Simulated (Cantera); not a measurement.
Charge: 1 mol c-C4F8, 5.1 mol H2, held at 120 Pa.

Method: chemical equilibrium by Gibbs-energy minimisation in Cantera with the NASA 1993 tables (ideal gas, pure condensed phases). Candidate condensed phases: C, C6H6, C7H8, C8H18; 110 gas species. Ions and electrons are included (thermal ionisation). The feed counts by its element totals alone. The numbers say what is thermodynamically allowed, not how fast it happens. All values below are at 2500 K.

Base state: HF 0.805, H 0.147, H2 0.0408, F 0.00604, C2H2 (acetylene) 0.000442, C3 0.000414, CF 0.000197, C 0.000139 (mole fractions); condensed: C(graphite).

**Question.** What changes in the equilibrium state with this change: pressure from 120 Pa to 180 Pa?

**Answer.** 
```
species             before     after
----------------  --------  --------
HF                   0.805     0.814
H                    0.147     0.131
H2                  0.0408    0.0489
C2                 3.82e-5   2.54e-5
C3                0.000414  0.000276
C                 0.000139   9.25e-5
F                  0.00604   0.00456
C(graphite), mol      3.97      3.98
```
